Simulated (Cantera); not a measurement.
# Si + O₂ + H₂ (thermal oxidation and active oxidation of silicon)

Input: 1 mol Si, 0.013 mol O₂, 8.6 mol H₂, held at 0.345 Torr.

Method: chemical equilibrium by Gibbs-energy minimisation in Cantera with the NASA 1993 tables (ideal gas, pure condensed phases). Candidate condensed phases: H₂O, Si, SiO₂; 18 gas species. Mutual solubility and eutectic melting of coexisting phases are not modelled. The tables hold silica as quartz up to 1696 K and as liquid above; real silica turns to tridymite and cristobalite and melts near 1996 K. Gases not in the tables: Si₂H₆ and higher silanes. Equilibrium is a limit: real reactors are often held back by kinetics, nucleation or transport.

```
T (K)  log p H₂  log p H  log p Si  log p SiO  log p SiH  log p Si₂  log p Si₃  n Si(s)  n SiO₂(β-quartz)  n Si(l)
-----  --------  -------  --------  ---------  ---------  ---------  ---------  -------  ----------------  -------
973       -3.34   -10.63      <-15      -9.79       <-15       <-15       <-15    0.987            0.0130        0
1073      -3.34    -9.52    -14.16      -8.05     -14.26       <-15       <-15    0.987            0.0129        0
1173      -3.34    -8.60    -12.31      -6.62     -12.72       <-15       <-15    0.985            0.0107        0
1273      -3.34    -7.82    -10.74      -5.86     -11.43     -14.47       <-15    0.974                 0        0
1373      -3.34    -7.15     -9.41      -5.86     -10.33     -12.74     -13.60    0.974                 0        0
1473      -3.34    -6.57     -8.26      -5.86      -9.38     -11.24     -12.01    0.974                 0        0
1573      -3.34    -6.06     -7.26      -5.86      -8.55      -9.94     -10.62    0.973                 0        0
1673      -3.34    -5.61     -6.38      -5.86      -7.82      -8.79      -9.40    0.966                 0        0
1773      -3.35    -5.22     -5.67      -5.86      -7.25      -7.93      -8.54        0                 0    0.932
1873      -3.36    -4.87     -5.05      -5.87      -6.77      -7.18      -7.82        0                 0    0.796
1973      -3.40    -4.57     -4.50      -5.90      -6.34      -6.51      -7.18        0                 0    0.290
2073      -3.44    -4.30     -4.36      -5.93      -6.32      -6.64      -7.69        0                 0        0
2173      -3.48    -4.06     -4.38      -5.95      -6.45      -7.03      -8.57        0                 0        0
2273      -3.55    -3.85     -4.41      -5.98      -6.60      -7.41      -9.41        0                 0        0
```
log p: log10 of the partial pressure in bar; n: condensed amount in mol.

From 973 K to 1173 K the condensed part is Si(s) + SiO₂(β-quartz). From 1273 K to 1673 K the condensed part is Si(s). From 1773 K to 1973 K the condensed part is Si(l). From 2073 K to 2273 K nothing is condensed. The main Si-bearing gas is SiO at 973 K and Si at 2273 K.
